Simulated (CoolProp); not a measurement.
Values from CoolProp's reference Helmholtz-energy equation of state, McLinden 2015.

Task: Give the vapour pressure (bar), liquid density (kg/m³), enthalpy of vaporisation (kJ/kg), liquid cp (kJ/(kg K)) of saturated the fluoroketone C6F12O (FK-5-1-12) at 128.15 °C.

Result: 
```csv
T (°C),p (bar),liquid density (kg/m³),enthalpy of vaporisation (kJ/kg),liquid cp (kJ/(kg K))
128.15,8.48,1200,57.0,1.29
```
